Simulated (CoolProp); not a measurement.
Vapour-liquid equilibrium of toluene (1) + n-dodecane (2) at 34.8 kPa; x and y are mole fractions of (1).

Computed with CoolProp (multi-fluid Helmholtz-energy mixture model, Lemmon 2006 and Lemmon 2004; pair parameters Bell 2016).

| x | bubble temperature (K) | y at the bubble point | dew temperature at overall composition x (K) | liquid density (mol/L) |
|---|---|---|---|---|
| 0.05 | 435.1 | 0.375 | 447.5 | 3.873 |
| 0.15 | 411.5 | 0.751 | 444.1 | 4.230 |
| 0.25 | 394.4 | 0.888 | 440.4 | ? |
| 0.35 | 382.4 | 0.942 | 436.2 | 4.965 |
| 0.45 | 373.7 | 0.967 | 431.5 | 5.369 |
| 0.55 | ? | 0.980 | 426.1 | 5.815 |
| 0.65 | 362.2 | 0.988 | 419.7 | 6.317 |
| 0.75 | 358.1 | 0.993 | 411.5 | 6.893 |
| 0.85 | 354.6 | ? | 400.2 | 7.566 |
| 0.95 | 351.4 | 0.999 | ? | 8.364 |

Some entries are withheld; supply them.


- 0.25, liquid density (mol/L): 4.590
- 0.55, bubble temperature (K): 367.2
- 0.85, y at the bubble point: 0.996
- 0.95, dew temperature at overall composition x (K): 380.0

No azeotrope shows between x = 0.05 and 0.95.

Pair parameters are fitted to limited data, so mixtures are less certain than the pure fluids. The gap from Raoult's law changes sign with composition, which may be real or a fault of the pair parameters; it wasn't checked against measurements.
